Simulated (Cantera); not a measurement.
Cantera run, input and output.

```python
import numpy as np
import cantera as ct

gas = ct.Solution("gri30.yaml")
gas.TPX = 675, 38000, {'CH4': 1, 'H2': 0.7, 'O2': 1.68, 'N2': 6.88, 'H2O': 0.83}
flame = ct.FreeFlame(gas, width=0.079)
flame.set_refine_criteria(ratio=3, slope=0.08, curve=0.16)
flame.transport_model = "mixture-averaged"
flame.solve(loglevel=0, auto=True)
flame.transport_model = "multicomponent"
flame.soret_enabled = True
flame.solve(loglevel=0, refine_grid=True)
z, T = flame.grid, flame.T
thick = (T[-1] - T[0]) / np.gradient(T, z).max()
show = ['CH4', 'H2', 'O2', 'CO2', 'CH2', 'CH2O']
print(f"laminar burning velocity  {flame.velocity[0] * 100:.3f} cm/s")
print(f"burnt temperature         {T[-1]:.1f} K")
print(f"thermal thickness         {thick * 1e3:.4f} mm")
print(f"grid points               {len(z)}")
z0 = z[flame.heat_release_rate.argmax()]
print(f"{'z/mm':>9s}{'T/K':>9s}{'u/(m/s)':>9s}" + "".join(f"{s:>11s}" for s in show))
rows = []
for k in (-3, -2, -1.5, -1, -0.5, -0.25, 0, 0.25, 0.5, 1, 2, 4, 8):
    zz = z0 + k * thick
    rows.append([k * thick, np.interp(zz, z, T), np.interp(zz, z, flame.velocity),
                 *(np.interp(zz, z, flame.X[gas.species_index(s)]) for s in show)])
    print(f"{rows[-1][0] * 1e3:9.3f}{rows[-1][1]:9.1f}{rows[-1][2]:9.3f}" + "".join(f"{x:11.3e}" for x in rows[-1][3:]))
```

Output:

```
laminar burning velocity  150.868 cm/s
burnt temperature         2104.3 K
thermal thickness         0.9028 mm
grid points               152
     z/mm      T/K  u/(m/s)        CH4         H2         O2        CO2        CH2       CH2O
   -2.708    675.2    1.508  9.021e-02  6.254e-02  1.516e-01  5.040e-08 -4.419e-17  6.530e-08
   -1.806    677.4    1.511  9.013e-02  6.138e-02  1.517e-01  1.346e-06  3.374e-14  1.573e-06
   -1.354    686.9    1.531  8.953e-02  6.006e-02  1.517e-01  1.177e-05  8.028e-12  1.177e-05
   -0.903    753.4    1.678  8.524e-02  5.897e-02  1.487e-01  1.801e-04  2.779e-09  1.136e-04
   -0.451   1106.0    2.493  6.174e-02  6.405e-02  1.208e-01  2.378e-03  6.202e-07  6.421e-04
   -0.226   1446.0    3.309  3.525e-02  6.948e-02  8.424e-02  6.333e-03  1.395e-05  8.661e-04
    0.000   1753.8    4.072  1.070e-02  7.112e-02  4.262e-02  1.272e-02  6.981e-05  5.461e-04
    0.226   1907.1    4.453  1.632e-03  6.709e-02  1.662e-02  1.991e-02  5.288e-05  1.619e-04
    0.451   1953.6    4.560  1.752e-04  6.361e-02  6.283e-03  2.613e-02  1.177e-05  2.674e-05
    0.903   1974.7    4.597  2.197e-06  6.295e-02  1.775e-03  3.336e-02  2.705e-07  4.886e-07
    1.806   1990.7    4.622  2.970e-09  6.435e-02  1.078e-03  3.734e-02  7.426e-10  1.451e-09
    3.611   2011.0    4.662  1.604e-12  6.486e-02  8.214e-04  3.799e-02  4.632e-13  4.045e-10
    7.222   2036.9    4.713  2.428e-14  6.504e-02  5.428e-04  3.780e-02  4.590e-15  4.223e-10
```

Cantera simulation using GRI-Mech 3.0 (53 species, 325 reactions); the numbers are that mechanism's predictions, not measurements. Burning velocities carry a grid error of a few per cent, more on coarse grids.
